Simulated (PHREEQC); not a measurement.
Make-up at 25 °C: 0.22 mol HNO3, 0.00073 mol K2SO4 and 0.021 mol CuSO4 per kg of water. Closed to the air; pH follows from the charge balance.

The numbers come from PHREEQC with the ion-association model, phreeqc.dat.

**Question.** The ionic strength comes out as 0.267 mol/kgw. What activity coefficients do Cu+2, HSO4-, SO4-2, NO3-, K+ get?

**Answer.** Cu+2 0.30, HSO4- 0.74, SO4-2 0.26, NO3- 0.67, K+ 0.69.

Precipitation was switched off in this run. Complexes and solids missing from the database can't appear.
